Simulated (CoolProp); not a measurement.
Vapour-liquid equilibrium of acetone (1) + ethanol (2) at 1.13 kPa; x and y are mole fractions of (1).

Values from CoolProp's multi-fluid Helmholtz-energy mixture model, Lemmon 2006 and Schroeder 2014; pair parameters Bell 2016.

Task: Give the bubble temperature and the first vapour's composition at x = 0.05, 0.35, 0.5. Is there an azeotrope?

Result: x = 0.05: 260.6 K, y = 0.467; x = 0.35: 246.2 K, y = 0.876; x = 0.5: 244.1 K, y = 0.910. No azeotrope shows between x = 0.05 and 0.95.

Pair parameters are fitted to limited data, so mixtures are less certain than the pure fluids.
